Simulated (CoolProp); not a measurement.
500 sccm (0 °C, 1 atm) of nitrogen bubbles through liquid m-xylene at 349 K and leaves saturated at a total pressure of 0.0607 MPa (ideal gas phase). Each further row changes one setting.

Model: reference Helmholtz-energy equation of state, Zhou 2012, in CoolProp.

| case | vapour pressure (kPa) | mole fraction of vapour | delivery (mg/min) | delivery (sccm) | change of delivery for a bath 1 K warmer (%) |
|---|---|---|---|---|---|
| as stated | 12.8 | 0.212 | 636 | 134 | 5.2 |
| bath temperature 354 K | 15.6 | 0.257 | 820 | 173 | 5.3 |
| total pressure 0.121 MPa | 12.8 | 0.106 | 281 | 59.4 | 4.5 |
